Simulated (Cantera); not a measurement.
Input: 1 mol V, 1.1 mol N2, 0.34 mol N2O, at 2475 K and 1.33 mbar.

Equilibrium computed with Cantera from the NASA thermochemical tables; the gas is ideal and each condensed phase is pure. Kinetics and transport are ignored.

```json
[
 {"species": "N2", "before": "0.590", "after": "1.00"},
 {"species": "V", "before": "0.279", "after": "<1e-9"},
 {"species": "VO", "before": "0.123", "after": "<1e-9"},
 {"species": "VO2", "before": "0.00817", "after": "<1e-9"},
 {"species": "O", "before": "4.92e-5", "after": "<1e-9"},
 {"species": "VN", "before": "1.24e-5", "after": "<1e-9"},
 {"species": "VN(s), mol", "before": "0", "after": "0.773"},
 {"species": "V2O3(s), mol", "before": "0", "after": "0.113"}
]
```
Gas species are given as mole fractions.

Question: Which change was made?
A. temperature from 2475 K to 1898.15 K
B. pressure from 1.33 mbar to 1.10 Pa
C. temperature from 2475 K to 923.15 K
D. pressure from 1.33 mbar to 0.100 bar

Answer: C, temperature from 2475 K to 923.15 K. VN: taken at fixed stoichiometry. Condensed phases not in the tables: the oxides between V2O3 and V2O5 other than VO2, V2N
